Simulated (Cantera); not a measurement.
Input: 1 mol SiC, 0.015 mol N2O, 210 mol N2, held at 1875 °C and 10.0 mbar.

These are equilibrium values from Cantera (NASA tables, ideal gas, pure condensed phases), not measurements of a reactor. Candidate condensed phases: C, Si, SiC, SiO2, Si2N2O, Si3N4; 34 gas species. The tables' values for SiN are old estimates; treat these amounts as uncertain. Equilibrium is a limit: real reactors are often held back by kinetics, nucleation or transport.

Base state: N2 0.998, Si 0.00201, SiC2 0.000157, Si2C 9.81e-5, CO 7.04e-5, SiN 3.76e-5, CN 3.40e-5 (mole fractions); condensed: C(graphite) + SiC(s).

What changes in the equilibrium state with this change: SiC replaced by Si3N4?


| species | before | after |
|---|---|---|
| N2 | 0.998 | 0.986 |
| Si | 0.00201 | 0.0131 |
| SiN | 3.76e-5 | 0.000243 |
| SiC2 | 0.000157 | 0 |
| Si2C | 9.81e-5 | 0 |
| CO | 7.04e-5 | 0 |
| CN | 3.40e-5 | 0 |
| C(graphite), mol | 0.396 | 0 |
| SiC(s), mol | 0.492 | 0 |

What changes in the equilibrium state with this change: temperature from 1875 °C to 1400 °C?


```json
[
 {"species": "N2", "before": "0.998", "after": "1.000"},
 {"species": "CO", "before": "7.04e-5", "after": "4.02e-5"},
 {"species": "SiO", "before": "9.01e-7", "after": "3.12e-5"},
 {"species": "Si", "before": "0.00201", "after": "8.06e-6"},
 {"species": "SiC2", "before": "0.000157", "after": "<1e-9"},
 {"species": "CN", "before": "3.40e-5", "after": "2.37e-9"},
 {"species": "Si2C", "before": "9.81e-5", "after": "4.13e-8"},
 {"species": "SiN", "before": "3.76e-5", "after": "5.34e-7"},
 {"species": "C(graphite), mol", "before": "0.396", "after": "0"},
 {"species": "SiC(s), mol", "before": "0.492", "after": "0.992"}
]
```

What changes in the equilibrium state with this change: temperature from 1875 °C to 1525 °C?


| species | before | after |
|---|---|---|
| N2 | 0.998 | 1.000 |
| CO | 7.04e-5 | 5.95e-5 |
| Si | 0.00201 | 4.43e-5 |
| SiC2 | 0.000157 | 1.76e-8 |
| CN | 3.40e-5 | 4.98e-8 |
| Si2C | 9.81e-5 | 4.65e-7 |
| SiN | 3.76e-5 | 1.97e-6 |
| SiO | 9.01e-7 | 1.19e-5 |
| C(graphite), mol | 0.396 | 0 |
| SiC(s), mol | 0.492 | 0.987 |
